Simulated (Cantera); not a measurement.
Input: 1 mol Pb, 6.7 mol CO, 86 mol N2, equilibrated at 1073 K and 1500 Pa.

Equilibrium computed with Cantera from the NASA thermochemical tables; the gas is ideal and each condensed phase is pure. Candidate condensed phases: C, Pb, PbO, PbO2, Pb3O4; 27 gas species. Rates play no part.

Base state: N2 0.923, CO 0.0719, Pb 0.00487, CO2 1.09e-5 (mole fractions); condensed: C(graphite) + Pb(l).

### Question
What changes in the equilibrium state with this change: temperature from 1073 K to 825 K?

### Answer
```csv
species,before,after
N2,0.923,0.930
CO,0.0719,0.0665
CO2,1.09e-5,0.00299
Pb,0.00487,9.56e-6
"C(graphite), mol",0.00102,0.276
"Pb(l), mol",0.546,0.999
```

### Question
What changes in the equilibrium state with this change: temperature from 1073 K to 873 K?

### Answer
```tsv
species	before	after
N2	0.923	0.928
CO	0.0719	0.0706
CO2	1.09e-5	0.000850
Pb	0.00487	4.24e-5
C(graphite), mol	0.00102	0.0787
Pb(l), mol	0.546	0.996
```

### Question
What changes in the equilibrium state with this change: temperature from 1073 K to 1548 K?

### Answer
```tsv
species	before	after
N2	0.923	0.918
CO	0.0719	0.0715
Pb	0.00487	0.0107
CO2	1.09e-5	3.38e-8
C(graphite), mol	0.00102	0
Pb(l), mol	0.546	0
```
